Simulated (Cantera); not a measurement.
Input: 1 mol B₂O₃, 0.54 mol NF₃, 0.12 mol O₂, held at 0.160 bar.

Cantera equilibrium calculation (NASA polynomials, part measured and part estimated; ideal gas, pure solids and liquids). Candidate condensed phases: B, BN, B₂O₃; 31 gas species. Kinetics and transport are ignored. All values below are at 1525 °C.

Base state: BOF 0.639, O₂ 0.216, N₂ 0.111, B₂O₃ 0.0208, BF₃ 0.00878, BO₂ 0.00222, NO 0.00157, B₃O₃F₃ 0.00139 (mole fractions); condensed: B₂O₃(l).

Question: What changes in the equilibrium state with this change: 0.024 mol NH₃ added?

Answer: 
```csv
species,before,after
BOF,0.639,0.618
O₂,0.216,0.205
N₂,0.111,0.114
HBO₂,0,0.0151
HF,0,0.0125
B₂O₃,0.0208,0.0208
H₂O,0,0.000798
OH,0,9.57e-5
B₃O₃F₃,0.00139,0.00126
"B₂O₃(l), mol",0.158,0.153
```
Further candidate phases: B₃O₃H₃, H₂O.

Question: What changes in the equilibrium state with this change: pressure from 0.160 bar to 0.00190 bar?

Answer: 
| species | before | after |
|---|---|---|
| BOF | 0.639 | 0.620 |
| O₂ | 0.216 | 0.197 |
| N₂ | 0.111 | 0.103 |
| B₂O₃ | 0.0208 | 0.0668 |
| BO₂ | 0.00222 | 0.0118 |
| B₃O₃F₃ | 0.00139 | 1.78e-7 |
| BF₃ | 0.00878 | 2.97e-5 |
| BOF₂ | 0.000251 | 4.64e-6 |
| B₂O₃(l), mol | 0.158 | 0 |
